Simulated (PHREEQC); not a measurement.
Solution (25 °C): 0.0033 mol/kgw HF and 9.3e-05 mol/kgw NaNO3. Closed to the air; pH follows from the charge balance.

All values are PHREEQC results (ion-association model, phreeqc.dat), not measurements.

| Quantity | Result |
|---|---|
| pH | 2.93 |
| ionic strength | 0.00132 mol/kgw |
| specific conductance | 492 µS/cm |
| total alkalinity | -3.30 meq/kg |

| species | molality | activity | log γ |
|---|---|---|---|
| HF | 0.00206 | 0.00206 | 0.000 |
| H+ | 0.00123 | 0.00118 | -0.017 |
| F- | 0.00122 | 0.00117 | -0.018 |
| NO3- | 9.30e-5 | 8.93e-5 | -0.018 |
| Na+ | 9.29e-5 | 8.93e-5 | -0.018 |
| HF2- | 9.63e-6 | 9.25e-6 | -0.018 |
| NaF | 5.99e-8 | 6.00e-8 | 0.000 |

This is a speciation only: nothing precipitates in the calculation. Complexes and solids missing from the database can't appear.
